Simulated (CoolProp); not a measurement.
Vapour-liquid equilibrium of ethane (1) + propylene (2) at 330 kPa; x and y are mole fractions of (1).

Values from CoolProp's multi-fluid Helmholtz-energy mixture model, Bücker 2006 and Lemmon 2013; pair parameters Bell 2016.

Question: Give the bubble temperature and the first vapour's composition at x = 0.05, 0.15, 0.35. Is there an azeotrope?

Answer: x = 0.05: 250.5 K, y = 0.187; x = 0.15: 242.3 K, y = 0.450; x = 0.35: 230.4 K, y = 0.730. No azeotrope shows between x = 0.05 and 0.95.

The pair parameters rest on a limited set of measurements; away from them the model extrapolates.
